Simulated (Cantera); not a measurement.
An adiabatic, constant-pressure homogeneous reactor starts with 40.8 % CO, 9.39 % H2, 10.4 % O2, 39.3 % N2, equivalence ratio 2.4, at 1500 K and 1.00 bar.

Detailed kinetics in Cantera: GRI-Mech 3.0 (53 species, 325 reactions).

x: mole fraction; the columns are a selection and need not sum to one.

```csv
t (s),T (K),x CO,x H2,x O2,x HO2,x H2O2,x CO2,x O
2.00e-6,1500,0.408,0.0939,0.104,…,4.89e-10,2.93e-7,1.62e-7
5.07e-6,1500,0.408,0.0939,0.104,…,2.68e-9,1.98e-6,1.24e-6
1.28e-5,1501,0.408,0.0931,0.104,…,9.14e-8,0.000199,0.000146
3.25e-5,1823,0.324,0.0183,0.0239,…,3.47e-7,0.0901,0.0274
8.25e-5,2197,0.313,0.0233,0.0149,…,1.07e-7,0.113,0.0186
0.000209,2514,0.314,0.0235,0.0100,…,5.39e-8,0.123,0.00995
0.000529,2732,0.311,0.0228,0.00529,…,5.12e-8,0.134,0.00446
0.00134,2781,0.310,0.0227,0.00390,1.16e-6,5.26e-8,0.137,0.00318
0.00340,2778,0.311,0.0229,0.00370,1.10e-6,5.10e-8,0.136,0.00304
0.00861,2777,0.311,0.0229,0.00366,1.09e-6,5.06e-8,0.136,0.00301
0.0218,2776,0.311,0.0229,0.00366,1.09e-6,5.06e-8,0.136,0.00301
0.0553,2776,0.311,0.0229,0.00366,1.09e-6,5.06e-8,0.136,0.00301
0.140,2776,0.311,0.0229,0.00366,1.09e-6,5.06e-8,0.136,0.00301
0.355,2776,0.311,0.0229,0.00366,1.09e-6,5.06e-8,0.136,0.00301
0.900,2776,0.311,0.0229,0.00366,1.09e-6,5.06e-8,0.136,0.00301
```

Problem. What belongs in the gaps?

Solution. 
- 2.00e-6, x HO2: 1.12e-7
- 5.07e-6, x HO2: 3.27e-7
- 1.28e-5, x HO2: 1.24e-5
- 3.25e-5, x HO2: 6.18e-6
- 8.25e-5, x HO2: 2.63e-6
- 0.000209, x HO2: 1.58e-6
- 0.000529, x HO2: 1.29e-6
